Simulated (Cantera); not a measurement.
An isothermal, constant-pressure homogeneous reactor starts with N₂O : O₂ = 1 : 0.11 (molar parts), at 1225 K and 1.40 bar.

Cantera simulation using GRI-Mech 3.0 (53 species, 325 reactions); the numbers are that mechanism's predictions, not measurements. GRI-Mech 3.0 was tuned for natural gas; its chemistry of N2O as a main component is partial and can be far from experiment. The mechanism lacks the step 2 NO + O2 → 2 NO2, which can matter for NO2 below about 1400 K. The temperature is held fixed by assumption; the heat of reaction is taken as removed at once.

x: mole fraction; the columns are a selection and need not sum to one.

```
t (s)       x N₂O    x O₂     x NO₂      x NO      x O
--------  -------  ------  --------  --------  -------
0.000600    0.900  0.0994   4.98e-8   7.82e-5  2.47e-6
0.00130     0.899  0.0997   2.27e-7  0.000170  2.47e-6
0.00281     0.896   0.100   9.93e-7  0.000367  2.47e-6
0.00610     0.891   0.102   4.01e-6  0.000790  2.46e-6
0.0132      0.879   0.105   1.41e-5   0.00169  2.45e-6
0.0286      0.855   0.111   4.07e-5   0.00355  2.41e-6
0.0619      0.807   0.125   9.71e-5   0.00729  2.33e-6
0.134       0.715   0.150  0.000201    0.0141  2.18e-6
0.291       0.563   0.191  0.000364    0.0248      [?]
0.629       0.363   0.247  0.000556    0.0373      [?]
1.36        0.169   0.303  0.000699    0.0461      [?]
2.95       0.0468   0.340  0.000762    0.0485      [?]
6.39      0.00458   0.353  0.000908    0.0480      [?]
13.9      3.92e-5   0.354   0.00109    0.0477  2.16e-8
30.0      6.14e-7   0.354   0.00110    0.0477  2.13e-8
```

Task: What belongs in the gaps?

Result: 
- 0.291, x O: 1.90e-6
- 0.629, x O: 1.45e-6
- 1.36, x O: 8.67e-7
- 2.95, x O: 3.16e-7
- 6.39, x O: 5.17e-8
